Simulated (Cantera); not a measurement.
Hydrocarbon pyrolysis for carbon deposition

An isothermal, constant-pressure homogeneous reactor starts with CH₄ : N₂ = 1 : 2 (molar parts), at 1650 K and 165 Torr.

Computed with Cantera and GRI-Mech 3.0 (53 species, 325 reactions). GRI-Mech 3.0 stops at C3 and has no aromatics, soot or wall deposition, so with more carbon than oxygen in the feed, carbon stays in small species such as C2H2 where larger ones or solid carbon would form.

| t (s) | x CH₄ | x H₂ | x H | x CH₂ | x C₂H₆ |
|---|---|---|---|---|---|
| 2.00e-5 | 0.333 | 1.03e-5 | 2.49e-7 | 7.16e-11 | 2.88e-9 |
| 7.06e-5 | 0.333 | 3.70e-5 | 2.54e-7 | 8.18e-10 | 1.25e-7 |
| 0.000249 | 0.333 | 0.000140 | 3.08e-7 | 9.10e-9 | 4.72e-6 |
| 0.000879 | 0.332 | 0.000782 | 7.74e-7 | 6.92e-8 | 0.000102 |
| 0.00310 | 0.323 | 0.00796 | 4.05e-6 | 2.76e-7 | 0.000649 |
| 0.0110 | 0.271 | 0.0617 | 1.93e-5 | 3.28e-7 | 0.000667 |
| 0.0387 | 0.180 | 0.169 | 4.19e-5 | 1.82e-7 | 0.000215 |
| 0.136 | 0.0854 | 0.278 | 7.05e-5 | 9.95e-8 | 4.80e-5 |
| 0.482 | 0.0263 | 0.345 | 9.99e-5 | 4.24e-8 | 5.46e-6 |
| 1.70 | 0.00702 | 0.367 | 0.000116 | 1.38e-8 | 5.05e-7 |
| 6.00 | 0.00351 | 0.370 | 0.000119 | 7.18e-9 | 1.87e-7 |
x: mole fraction; the columns are a selection and need not sum to one.

Equilibrium at this temperature and pressure: CH₄ 0.00263, H₂ 0.372, H 0.000119, CH₂ 5.37e-9, C₂H₆ 1.08e-7 (gas phase only).
